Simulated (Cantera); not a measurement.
What does this Cantera script print?

```python
import numpy as np
import cantera as ct

gas = ct.Solution("gri30.yaml")
gas.TPX = 1398, 1000000, {'CH3OH': 1, 'O2': 2.42, 'N2': 29}
reactor = ct.IdealGasReactor(gas, energy="on", clone=False)
net = ct.ReactorNet([reactor])
net.rtol, net.atol = 1e-08, 1e-16
show = ['CH3OH', 'O2', 'CH2', 'CO', 'C2H', 'NO', 'NO2']
times = np.geomspace(1e-06, 3, 15)

steps = ct.SolutionArray(gas, extra=["t"])
rows = []
print(f"{'t/s':>10s}{'T/K':>9s}{'P/Pa':>11s}" + "".join(f"{s:>11s}" for s in show))
for t in times:
    while net.time < t:
        t_next = net.step()
        steps.append(gas.state, t=t_next)
    rows.append([np.interp(t, steps.t, y) for y in (steps.T, steps.P, *steps(*show).X.T)])
    print(f"{t:10.3e}{rows[-1][0]:9.1f}{rows[-1][1]:11.4g}" + "".join(f"{x:11.3e}" for x in rows[-1][2:]))
rate = np.gradient(steps.T, steps.t)
print("integrator steps:", len(steps.t))
if steps.T.max() > steps.T[0] + 200:
    print(f"time of steepest temperature rise: {steps.t[rate.argmax()]:.4e} s")
gas.TPX = 1398, 1000000, {'CH3OH': 1, 'O2': 2.42, 'N2': 29}
gas.equilibrate("UV")
print(f"equilibrium (UV): T = {gas.T:.1f} K  " + "  ".join(f"{s} {gas[s].X[0]:.3e}" for s in show))
```

It prints:

```
       t/s      T/K       P/Pa      CH3OH         O2        CH2         CO        C2H         NO        NO2
 1.000e-06   1398.0      1e+06  3.084e-02  7.464e-02  4.688e-09  1.723e-07  4.677e-22  3.739e-16  2.211e-20
 2.902e-06   1398.0      1e+06  3.084e-02  7.464e-02  4.687e-09  5.065e-07  1.452e-21  1.318e-15  7.906e-19
 8.420e-06   1398.0      1e+06  3.082e-02  7.463e-02  4.685e-09  1.499e-06  5.126e-21  4.468e-15  2.496e-17
 2.443e-05   1398.0      1e+06  3.076e-02  7.459e-02  4.679e-09  4.807e-06  3.542e-20  1.799e-14  8.710e-16
 7.089e-05   1399.1  1.001e+06  3.013e-02  7.429e-02  4.699e-09  4.234e-05  1.224e-18  1.880e-13  6.286e-14
 2.057e-04   2101.7  1.528e+06  1.445e-19  2.800e-02  7.490e-20  7.604e-04  1.544e-26  1.551e-05  5.377e-08
 5.969e-04   2110.9  1.534e+06  5.596e-21  2.779e-02  3.001e-21  1.480e-04  1.860e-28  2.409e-05  4.954e-08
 1.732e-03   2110.9  1.534e+06  4.578e-21  2.778e-02  5.867e-22  1.479e-04  9.845e-30  4.621e-05  9.503e-08
 5.026e-03   2110.7  1.534e+06  4.561e-21  2.775e-02  5.641e-22  1.478e-04  8.353e-30  1.098e-04  2.257e-07
 1.458e-02   2110.1  1.533e+06  4.537e-21  2.766e-02  5.552e-22  1.475e-04  8.132e-30  2.889e-04  5.937e-07
 4.232e-02   2108.7  1.532e+06  4.472e-21  2.742e-02  5.327e-22  1.466e-04  7.607e-30  7.658e-04  1.570e-06
 1.228e-01   2105.6   1.53e+06  4.334e-21  2.690e-02  4.862e-22  1.447e-04  6.591e-30  1.824e-03  3.717e-06
 3.563e-01   2101.5  1.527e+06  4.164e-21  2.621e-02  4.324e-22  1.423e-04  5.528e-30  3.202e-03  6.476e-06
 1.034e+00   2100.0  1.526e+06  4.105e-21  2.596e-02  4.148e-22  1.414e-04  5.192e-30  3.698e-03  7.457e-06
 3.000e+00   2100.0  1.526e+06  4.104e-21  2.596e-02  4.144e-22  1.414e-04  5.175e-30  3.709e-03  7.479e-06
integrator steps: 1843
time of steepest temperature rise: 1.5251e-04 s
equilibrium (UV): T = 2100.0 K  CH3OH 4.309e-21  O2 2.596e-02  CH2 7.967e-22  CO 1.414e-04  C2H 5.953e-30  NO 3.709e-03  NO2 7.479e-06
```

Detailed kinetics in Cantera: GRI-Mech 3.0 (53 species, 325 reactions). GRI-Mech 3.0 was tuned for natural gas; its chemistry of methanol as a main component is partial and can be far from experiment.
